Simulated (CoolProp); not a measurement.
A simple Rankine cycle with R114: condensing at 321.15 K, boiler at 2.55 MPa, turbine inlet 499 K, turbine efficiency 0.6, pump efficiency 0.7, no recuperator. Each further row changes one setting.

Values from CoolProp's reference Helmholtz-energy equation of state, Platzer 1990. This equation is an older, rougher fit; its heat capacities, sound speeds and derivatives of the liquid may be far off and weren't checked against measurements.

```csv
case,thermal efficiency (%),net work (kJ/kg),heat in (kJ/kg),turbine exit temperature (K),volume ratio over the turbine
as stated,8.1,20.3,249,458.7,6.33
condensing temperature 313.15 K,8.9,23.0,257,454.8,7.90
boiler pressure 1.78 MPa,6.8,17.3,255,468.7,4.28
turbine efficiency 0.5,6.6,16.5,249,463.1,6.40
```
